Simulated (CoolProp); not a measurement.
Vapour-liquid equilibrium of ethylene (1) + n-butane (2) at -30.05 °C; x and y are mole fractions of (1).

Computed with CoolProp (multi-fluid Helmholtz-energy mixture model, Smukala 2000 and Bücker 2006; pair parameters Bell 2016).

Question: Give the bubble pressure and the first vapour's composition at x = 0.2, 0.5, 0.8. Is there an azeotrope?

Answer: x = 0.2: 3.846 bar, y = 0.930; x = 0.5: 8.356 bar, y = 0.974; x = 0.8: 14.42 bar, y = 0.992. No azeotrope shows between x = 0.05 and 0.95.

Pair parameters are fitted to limited data, so mixtures are less certain than the pure fluids. The gap from Raoult's law changes sign with composition, which may be real or a fault of the pair parameters; it wasn't checked against measurements.
